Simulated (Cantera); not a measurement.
A perfectly stirred reactor is fed with 2.77 % C2H6, 19.8 % O2, 74.6 % N2, 2.77 % H2O, equivalence ratio 0.49, at 1000000 Pa; it is adiabatic with a 700 K inlet, and is followed from long to short residence time, starting on the burning branch (τ in s: 0.02, 0.011, 0.0054, 0.0028, 0.0014, 0.00075, 0.00039, 0.0002, 0.0001, 5.3e-05, 2.7e-05, 1.4e-05).

Detailed kinetics in Cantera: GRI-Mech 3.0 (53 species, 325 reactions).

Question: Predict: blow-out, bracketed by the residence times tried; x(C2H6) at τ = 20.0 ms; x(O2) at τ = 20.0 ms; x(H2O) at τ = 20.0 ms; x(H2O2) at τ = 20.0 ms; x(NO2) at τ = 20.0 ms; x(C2H6) at τ = 0.390 ms; x(O2) at τ = 0.390 ms; x(H2O) at τ = 0.390 ms; x(H2O2) at τ = 0.390 ms; x(NO2) at τ = 0.390 ms.

Answer: 
```
Item                                                                            Result
------------------------------------------------  ------------------------------------
blow-out, bracketed by the residence times tried  burning at 0.200 ms, out at 0.100 ms
x(C2H6) at τ = 20.0 ms                                                         1.70e-6
x(O2) at τ = 20.0 ms                                                            0.0996
x(H2O) at τ = 20.0 ms                                                            0.109
x(H2O2) at τ = 20.0 ms                                                         1.81e-7
x(NO2) at τ = 20.0 ms                                                          6.73e-8
x(C2H6) at τ = 0.390 ms                                                        3.37e-5
x(O2) at τ = 0.390 ms                                                            0.102
x(H2O) at τ = 0.390 ms                                                           0.108
x(H2O2) at τ = 0.390 ms                                                        9.47e-7
x(NO2) at τ = 0.390 ms                                                         6.41e-8
```
